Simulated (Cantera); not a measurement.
A closed system holds: 1 mol Si₂Cl₆, 18 mol H₂, 0.075 mol HCl, held at 1150 °C and 1.50 Torr.

Cantera equilibrium calculation (NASA polynomials, part measured and part estimated; ideal gas, pure solids and liquids). Candidate condensed phases: Si; 19 gas species. The feed counts by its element totals alone. The tables' values for SiCl₃ are old estimates; treat these amounts as uncertain. The numbers say what is thermodynamically allowed, not how fast it happens.

Base state: H₂ 0.788, HCl 0.137, SiCl₂ 0.0719, SiCl₃ 0.00209, SiCl₄ 0.000240, H 0.000132, SiHCl₃ 0.000107, Cl 1.88e-5 (mole fractions); condensed: Si(s).

### Question
What changes in the equilibrium state with this change: H₂ from 18 to 870 mol?

### Answer
```csv
species,before,after
H₂,0.788,0.993
HCl,0.137,0.00668
H,0.000132,0.000148
SiCl₂,0.0719,0.000136
SiCl₄,0.000240,<1e-9
SiCl₃,0.00209,1.71e-7
"Si(s), mol",0.434,1.88
```
